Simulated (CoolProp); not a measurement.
R245ca at several states: density (kg/m³) from the reference equation and from simpler models built on Tc = 447.6 K, pc = 3.941 MPa, ω = 0.355; each cubic takes its own stable root.

The numbers come from the reference Helmholtz-energy equation of state, Zhou 2016 in CoolProp.

```tsv
T (K)	p (MPa)	phase	reference	van der Waals	Soave-Redlich-Kwong	Peng-Robinson
230.9	0.704	liquid	___	924.5	1416	___
302.1	10	liquid	1402	882.8	1306	1471
268.5	6.13	liquid	1470	___	1361	___
```

Problem. Fill in the missing entries.

Solution. 
- 230.9, reference: 1547
- 230.9, Peng-Robinson: 1593
- 268.5, van der Waals: 903.0
- 268.5, Peng-Robinson: 1532
